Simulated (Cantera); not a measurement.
Input (Python, Cantera):

```python
import numpy as np
import cantera as ct

gas = ct.Solution("h2o2.yaml")
gas.TPX = 1225, 310, {'H2': 0.0091, 'O2': 1, 'N2': 0.21}
reactor = ct.IdealGasConstPressureReactor(gas, energy="off", clone=False)
net = ct.ReactorNet([reactor])
net.rtol, net.atol = 1e-08, 1e-18
show = ['H2', 'O2', 'H', 'H2O', 'HO2', 'O']
times = np.geomspace(5e-05, 1, 14)

steps = ct.SolutionArray(gas, extra=["t"])
rows = []
print(f"{'t/s':>10s}{'T/K':>9s}{'P/Pa':>11s}" + "".join(f"{s:>11s}" for s in show))
for t in times:
    while net.time < t:
        t_next = net.step()
        steps.append(gas.state, t=t_next)
    rows.append([np.interp(t, steps.t, y) for y in (steps.T, steps.P, *steps(*show).X.T)])
    print(f"{t:10.3e}{rows[-1][0]:9.1f}{rows[-1][1]:11.4g}" + "".join(f"{x:11.3e}" for x in rows[-1][2:]))
rate = np.gradient(steps.T, steps.t)
print("integrator steps:", len(steps.t))
if steps.T.max() > steps.T[0] + 200:
    print(f"time of steepest temperature rise: {steps.t[rate.argmax()]:.4e} s")
gas.TPX = 1225, 310, {'H2': 0.0091, 'O2': 1, 'N2': 0.21}
gas.equilibrate("TP")
print(f"equilibrium (TP): T = {gas.T:.1f} K  " + "  ".join(f"{s} {gas[s].X[0]:.3e}" for s in show))
```

Result:

```
       t/s      T/K       P/Pa         H2         O2          H        H2O        HO2          O
 5.000e-05   1225.0        310  7.465e-03  8.203e-01  9.176e-11  1.158e-13  1.039e-10  1.226e-11
 1.071e-04   1225.0        310  7.465e-03  8.203e-01  1.724e-10  1.046e-12  2.226e-10  5.114e-11
 2.294e-04   1225.0        310  7.465e-03  8.203e-01  2.889e-10  8.901e-12  4.768e-10  1.967e-10
 4.915e-04   1225.0        310  7.465e-03  8.203e-01  4.212e-10  6.735e-11  1.022e-09  6.672e-10
 1.053e-03   1225.0        310  7.465e-03  8.203e-01  6.003e-10  4.449e-10  2.188e-09  2.032e-09
 2.255e-03   1225.0        310  7.465e-03  8.203e-01  1.066e-09  2.740e-09  4.688e-09  6.359e-09
 4.831e-03   1225.0        310  7.464e-03  8.203e-01  3.042e-09  1.898e-08  1.004e-08  2.598e-08
 1.035e-02   1225.0        310  7.464e-03  8.203e-01  2.340e-08  2.340e-07  2.160e-08  2.320e-07
 2.217e-02   1225.0        310  7.440e-03  8.203e-01  1.645e-06  1.822e-05  5.426e-08  1.661e-05
 4.749e-02   1225.0        310  8.268e-04  8.142e-01  4.954e-04  5.732e-03  2.414e-07  5.210e-03
 1.017e-01   1225.0        310  2.887e-05  8.132e-01  2.871e-04  6.970e-03  1.471e-07  6.557e-03
 2.179e-01   1225.0        310  2.784e-05  8.134e-01  2.762e-04  6.982e-03  1.452e-07  6.402e-03
 4.668e-01   1225.0        310  2.651e-05  8.137e-01  2.560e-04  7.002e-03  1.420e-07  6.081e-03
 1.000e+00   1225.0        310  2.396e-05  8.143e-01  2.188e-04  7.041e-03  1.354e-07  5.469e-03
integrator steps: 699
equilibrium (TP): T = 1225.0 K  H2 3.163e-09  O2 8.196e-01  H 3.169e-10  H2O 7.489e-03  HO2 3.157e-09  O 6.887e-07
```

Computed with Cantera and the H2/O2 subset of GRI-Mech 3.0, which has no nitrogen chemistry. Radical loss at walls, strong at low pressure, is not modelled.
